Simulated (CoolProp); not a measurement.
Carbonyl sulfide at several states: density (kg/m³) from the reference equation and from simpler models built on Tc = 105.6 °C, pc = 6.369 MPa, ω = 0.098; each cubic takes its own stable root.

The numbers come from the reference Helmholtz-energy equation of state, Lemmon 2006 in CoolProp. It is a short technical equation, of lower accuracy than the large ones.

| T (°C) | p (MPa) | phase | reference | ideal gas | Soave-Redlich-Kwong | Peng-Robinson |
|---|---|---|---|---|---|---|
| 304.85 | 2.49 | gas | 32.15 | 31.13 | 32.06 | 32.35 |
| 14.95 | 0.9 | gas | 25.75 | 22.57 | 25.57 | 25.76 |
| 136.65 | 21.9 | supercritical | 763.8 | 386.1 | 698.8 | 770.9 |
